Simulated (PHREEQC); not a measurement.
A solution holds 1.3 mol H2SO4 and 1.5 mol FeCl2 per kg of water, at 25 °C. Closed to the air; pH follows from the charge balance.

Computed with PHREEQC (Pitzer model, pitzer.dat).

| quantity | before | after |
|---|---|---|
| pH | -0.86 | -0.54 |
| ionic strength (mol/kgw) | 6.77 | 3.32 |
| HSO4- (mol/kgw) | 0.814 | 1.04 |
| SO4-2 (mol/kgw) | 0.486 | 0.260 |

### Question
Which change was made?
A. FeCl2 from 1.5 to 0.75 mol/kgw
B. FeCl2 from 1.5 to 1.35 mol/kgw
C. FeCl2 from 1.5 to 3 mol/kgw
D. FeCl2 replaced by NaCl at the same molality

### Answer
D, FeCl2 replaced by NaCl at the same molality

Precipitation was switched off in this run. In brines, pH and single-ion activities rest on the MacInnes convention.
